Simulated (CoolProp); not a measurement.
Aqueous lithium chloride as a coolant, 19 % by mass, freezing at -39.3 °C, 1 atm.

Values from CoolProp's Melinder's fits for secondary coolants.

```json
[
 {"T (°C)": "-32.7", "density (kg/m³)": "1119", "conductivity (W/(m K))": "0.481", "viscosity (mPa s)": "14.0", "Prandtl number": "87.1"},
 {"T (°C)": "-21.5", "density (kg/m³)": "1118", "conductivity (W/(m K))": "…", "viscosity (mPa s)": "7.83", "Prandtl number": "…"},
 {"T (°C)": "-10.3", "density (kg/m³)": "1116", "conductivity (W/(m K))": "0.512", "viscosity (mPa s)": "4.88", "Prandtl number": "29.7"},
 {"T (°C)": "0.9", "density (kg/m³)": "1114", "conductivity (W/(m K))": "0.528", "viscosity (mPa s)": "…", "Prandtl number": "20.1"},
 {"T (°C)": "12", "density (kg/m³)": "1111", "conductivity (W/(m K))": "0.543", "viscosity (mPa s)": "2.44", "Prandtl number": "14.6"},
 {"T (°C)": "23.2", "density (kg/m³)": "1108", "conductivity (W/(m K))": "0.559", "viscosity (mPa s)": "…", "Prandtl number": "11.2"},
 {"T (°C)": "34.4", "density (kg/m³)": "1105", "conductivity (W/(m K))": "…", "viscosity (mPa s)": "1.51", "Prandtl number": "8.87"}
]
```

Q: Some entries are withheld; supply them.

A: 
- -21.5, conductivity (W/(m K)): 0.496
- -21.5, Prandtl number: 48.2
- 0.9, viscosity (mPa s): 3.33
- 23.2, viscosity (mPa s): 1.89
- 34.4, conductivity (W/(m K)): 0.574
